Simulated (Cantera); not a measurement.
Input (Python, Cantera):

```python
import numpy as np
import cantera as ct

gas = ct.Solution("gri30.yaml")


def delay(T, t_max=10):
    gas.TPX = T, 2600000, {'CO': 1, 'H2': 0.12, 'CH4': 0.045, 'O2': 0.361, 'N2': 1.36}
    reactor = ct.IdealGasReactor(gas, clone=False)
    net = ct.ReactorNet([reactor])
    net.rtol, net.atol = 1e-8, 1e-16
    while net.time < t_max:
        t_old, T_old = net.time, reactor.T
        net.step()
        if reactor.T > T + 400:  # ignition: a rise of 400 K
            return t_old + (T + 400 - T_old) / (reactor.T - T_old) * (net.time - t_old)
    return np.nan


taus = []
for T in [875, 975, 1075, 1175, 1275, 1375, 1475, 1575, 1675]:
    taus.append(delay(T))
    print(f"T0 = {T:6g} K   tau = {taus[-1]:.4e} s")
```

It prints:

```
T0 =    875 K   tau = 4.4508e-02 s
T0 =    975 K   tau = 3.2420e-03 s
T0 =   1075 K   tau = 4.0360e-04 s
T0 =   1175 K   tau = 7.7398e-05 s
T0 =   1275 K   tau = 2.1452e-05 s
T0 =   1375 K   tau = 8.0224e-06 s
T0 =   1475 K   tau = 3.7717e-06 s
T0 =   1575 K   tau = 2.1096e-06 s
T0 =   1675 K   tau = 1.3414e-06 s
```

Model: GRI-Mech 3.0 (53 species, 325 reactions), integrated in Cantera. The pressure lies above the range GRI-Mech 3.0 was tuned for (to about 10 atm). Below about 1000 K GRI-Mech 3.0 lacks low-temperature oxidation paths. Below about 950 K walls govern HO2 and H2O2 in real vessels.
